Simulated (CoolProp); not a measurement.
Properties of toluene along the isobar 0.101 MPa (Tc = 591.7 K, pc = 4.126 MPa, ω = 0.266).

Computed with CoolProp (reference Helmholtz-energy equation of state, Lemmon 2006). It is a short technical equation, of lower accuracy than the large ones.

| T (K) | phase | Z | speed of sound (m/s) | isothermal compressibility (1/MPa) | expansivity (1/kK) | viscosity (µPa s) |
|---|---|---|---|---|---|---|
| 362.6 | liquid | 0.003856 | 1041 | 0.001515 | 1.242 | ___ |
| 370.8 | liquid | ___ | 1010 | 0.001625 | 1.271 | 274 |
| 379 | liquid | 0.003767 | 978.0 | 0.001747 | 1.303 | 258 |
| 387.3 | gas | 0.9610 | 186.4 | 10.32 | 2.971 | 8.88 |
| 395.5 | gas | 0.9639 | 188.8 | 10.29 | 2.876 | 9.07 |
| 403.7 | gas | 0.9665 | 191.0 | 10.26 | 2.789 | 9.26 |
| 411.9 | gas | 0.9688 | 193.2 | 10.23 | ___ | 9.45 |
| 420.1 | gas | 0.9710 | 195.4 | 10.21 | 2.635 | ___ |
| 428.3 | gas | 0.9729 | 197.5 | 10.18 | 2.565 | 9.83 |
| 436.5 | gas | 0.9747 | 199.6 | 10.16 | 2.501 | 10.0 |
| 444.7 | gas | 0.9763 | 201.6 | 10.15 | 2.440 | 10.2 |
| 452.9 | gas | 0.9777 | 203.7 | 10.13 | 2.383 | 10.4 |
| 461.1 | gas | 0.9791 | 205.6 | 10.12 | 2.329 | 10.6 |
| 469.4 | gas | 0.9803 | 207.6 | 10.10 | 2.278 | 10.8 |
| 477.6 | gas | 0.9815 | 209.5 | 10.09 | 2.229 | 11.0 |

Q: Fill in the missing entries.

A: 
- 362.6, viscosity (µPa s): 293
- 370.8, Z: 0.003810
- 411.9, expansivity (1/kK): 2.709
- 420.1, viscosity (µPa s): 9.64

Viscosity comes from a separate model (Avgeri 2015).
